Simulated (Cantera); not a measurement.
Input: 1 mol Cu2O, 7.7 mol CO, 1.4 mol H2, at 1402 °C and 705 Torr.

Method: chemical equilibrium by Gibbs-energy minimisation in Cantera with the NASA 1993 tables (ideal gas, pure condensed phases). Candidate condensed phases: C, C6H6, C7H8, C8H18, Cu, CuO, Cu(OH)2, Cu2O, H2O; 113 gas species. Rates play no part.

Base state: CO 0.773, H2 0.117, CO2 0.0731, H2O 0.0367, Cu 0.000121, H 4.10e-5 (mole fractions); condensed: Cu(l).

Question: What changes in the equilibrium state with this change: H2 from 1.4 to 0.32 mol?

Answer: 
```csv
species,before,after
CO,0.773,0.847
CO2,0.0731,0.112
H2,0.117,0.0277
H2O,0.0367,0.0122
Cu,0.000121,0.000121
H,4.10e-5,1.99e-5
"Cu(l), mol",2.00,2.00
```

Question: What changes in the equilibrium state with this change: temperature from 1402 °C to 975 °C?

Answer: 
```csv
species,before,after
CO,0.773,0.759
H2,0.117,0.131
CO2,0.0731,0.0867
H2O,0.0367,0.0232
Cu,0.000121,4.69e-8
CH4,2.00e-8,1.10e-5
H,4.10e-5,1.74e-7
"Cu(l), mol",2.00,0
"Cu(s), mol",0,2.00
```
